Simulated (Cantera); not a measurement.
A closed system holds: 1 mol FeS, 460 mol H2, 5 mol H2O, at 46.0 Pa.

Method: chemical equilibrium by Gibbs-energy minimisation in Cantera with the NASA 1993 tables (ideal gas, pure condensed phases). Candidate condensed phases: Fe, FeO, Fe(OH)2, Fe(OH)3, FeS, FeSO4, FeS2, Fe2O3, Fe2(SO4)3, Fe3O4, H2O, H2SO4, S; 22 gas species. Mutual solubility and eutectic melting of coexisting phases are not modelled. FeS: taken at fixed stoichiometry. Gases not in the tables: S3 to S7. The numbers say what is thermodynamically allowed, not how fast it happens.

Task: Which condensed phases are stable at each of these points (T (K)): 873, 973, 1073, 1173, 1273, 1373, 1473, 1573, 1673, 1773, 1873, 1973, 2073, 2173?

Result: 
```tsv
T (K)	condensed phases	Fe condensed (%)
873	Fe(α) + FeS(s)	100.0
973	Fe(α) + FeS(s)	100.0
1073	Fe(α) + FeS(s)	100.0
1173	Fe(α)	100.0
1273	Fe(γ)	99.9
1373	Fe(γ)	99.2
1473	Fe(γ)	91.5
1573	Fe(γ)	33.3
1673	gas only	0.0
1773	gas only	0.0
1873	gas only	0.0
1973	gas only	0.0
2073	gas only	0.0
2173	gas only	0.0
```

From 873 K to 1073 K the condensed part is Fe(α) + FeS(s). At 1173 K the condensed part is Fe(α). From 1273 K to 1573 K the condensed part is Fe(γ). From 1673 K to 2173 K nothing is condensed.
